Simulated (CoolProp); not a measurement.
Vapour-liquid equilibrium of R152A (1) + R113 (2) at 0.162 MPa; x and y are mole fractions of (1).

Values from CoolProp's multi-fluid Helmholtz-energy mixture model, Outcalt 1996 and Marx 1992; pair parameters Bell 2016.

```
x     bubble temperature, mixture model (K)  bubble temperature, Raoult's law (K)  y, mixture model  y, Raoult's law
----  -------------------------------------  ------------------------------------  ----------------  ---------------
0.05                                  315.0                                 322.9             0.493            0.361
0.15                                  291.5                                 305.7             0.806            0.686
0.25                                  280.2                                 294.4             0.890            0.822
0.35                                  274.2                                 286.2             0.923            0.890
0.45                                  270.6                                 279.9             0.940            0.930
0.55                                  268.2                                 274.9             0.951            0.955
0.65                                  266.4                                 270.8             0.959            0.971
0.75                                  264.8                                 267.2             0.968            0.983
0.85                                  263.2                                 264.2             0.978            0.991
0.95                                  261.3                                 261.5             0.991            0.997
```

The largest gap from Raoult's law is -14.2 K in bubble temperature, at x = 0.25. No azeotrope shows between x = 0.05 and 0.95.

Pair parameters are fitted to limited data, so mixtures are less certain than the pure fluids. With so large a gap from Raoult's law the liquid may split in two, which this calculation doesn't test in full.
